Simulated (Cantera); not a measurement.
Input: 1 mol SiO₂, 3.5 mol C, 0.98 mol CO, equilibrated at 2348.15 K and 56.0 Pa.

Cantera equilibrium calculation (NASA polynomials, part measured and part estimated; ideal gas, pure solids and liquids). Candidate condensed phases: C, Si, SiC, SiO₂; 20 gas species. Kinetics and transport are ignored.

Base state: CO 0.754, Si 0.198, SiC₂ 0.0321, Si₂C 0.00890, SiO 0.00665, Si₂ 0.000325, C₃ 7.14e-5, SiC 3.98e-5 (mole fractions); condensed: C(graphite).

What changes in the equilibrium state with this change: temperature from 2348.15 K to 2023 K?


```tsv
species	before	after
CO	0.754	0.984
SiO	0.00665	0.00966
Si	0.198	0.00606
SiC₂	0.0321	0.000279
C₃	7.14e-5	8.66e-8
C	3.22e-5	8.87e-8
C(graphite), mol	1.24	0.576
SiC(s), mol	0	0.951
```
